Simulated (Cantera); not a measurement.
Input: 1 mol H2S, 0.42 mol O2, 2.6 mol H2, equilibrated at 0.100 bar.

These are equilibrium values from Cantera (NASA tables, ideal gas, pure condensed phases), not measurements of a reactor. Candidate condensed phases: H2O, H2SO4, S; 19 gas species. Equilibrium is a limit: real reactors are often held back by kinetics, nucleation or transport.

### Question
At 2473 K, list the 5 most abundant gas species with their mole fractions, and the condensed phases.

### Answer
H2 0.627, H2O 0.145, S2 0.0596, H 0.0558, SH 0.0322. Condensed: gas only.
